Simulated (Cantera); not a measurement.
An adiabatic, constant-pressure homogeneous reactor starts with CH₄ : C₂H₆ : C₃H₈ : O₂ : N₂ = 1 : 0.28 : 0.46 : 2.3 : 7.35 (molar parts), equivalence ratio 2.3, at 1675 K and 0.370 bar. Integrator tolerance rtol = 1e-08.

Computed with Cantera and GRI-Mech 3.0 (53 species, 325 reactions). GRI-Mech 3.0 was tuned for natural gas; its chemistry of propane as a main component is partial and can be far from experiment.

Q: What does this change do: initial temperature 1675 to 1723 K?

A: 
| quantity | before | after |
|---|---|---|
| time of steepest temperature rise | 82.5 µs | 66.9 µs |
| temperature at 0.300 s | 2547 K | 2574 K |
| equilibrium temperature | 2547 K | 2574 K |
| x(CH₄) at 0.300 s | 5.90e-12 (gas-phase equilibrium 6.55e-12) | 5.21e-12 (gas-phase equilibrium 5.78e-12) |
| x(C₂H₆) at 0.300 s | <1e-12 (gas-phase equilibrium <1e-12) | <1e-12 (gas-phase equilibrium <1e-12) |
| x(C₃H₈) at 0.300 s | <1e-12 (gas-phase equilibrium <1e-12) | <1e-12 (gas-phase equilibrium <1e-12) |
| x(O₂) at 0.300 s | 3.22e-5 (gas-phase equilibrium 3.22e-5) | 4.16e-5 (gas-phase equilibrium 4.16e-5) |
| x(OH) at 0.300 s | 0.00231 (gas-phase equilibrium 0.00231) | 0.00266 (gas-phase equilibrium 0.00266) |
| x(N₂O) at 0.300 s | 6.43e-9 (gas-phase equilibrium 6.43e-9) | 7.65e-9 (gas-phase equilibrium 7.65e-9) |

Q: What does this change do: pressure from 0.370 bar to 0.310 bar?

A: 
| quantity | before | after |
|---|---|---|
| time of steepest temperature rise | 82.5 µs | 95.7 µs |
| temperature at 0.300 s | 2547 K | 2538 K |
| equilibrium temperature | 2547 K | 2538 K |
| x(CH₄) at 0.300 s | 5.90e-12 (gas-phase equilibrium 6.55e-12) | 4.25e-12 (gas-phase equilibrium 4.71e-12) |
| x(C₂H₆) at 0.300 s | <1e-12 (gas-phase equilibrium <1e-12) | <1e-12 (gas-phase equilibrium <1e-12) |
| x(C₃H₈) at 0.300 s | <1e-12 (gas-phase equilibrium <1e-12) | <1e-12 (gas-phase equilibrium <1e-12) |
| x(O₂) at 0.300 s | 3.22e-5 (gas-phase equilibrium 3.22e-5) | 3.55e-5 (gas-phase equilibrium 3.55e-5) |
| x(OH) at 0.300 s | 0.00231 (gas-phase equilibrium 0.00231) | 0.00241 (gas-phase equilibrium 0.00241) |
| x(N₂O) at 0.300 s | 6.43e-9 (gas-phase equilibrium 6.43e-9) | 6.09e-9 (gas-phase equilibrium 6.09e-9) |
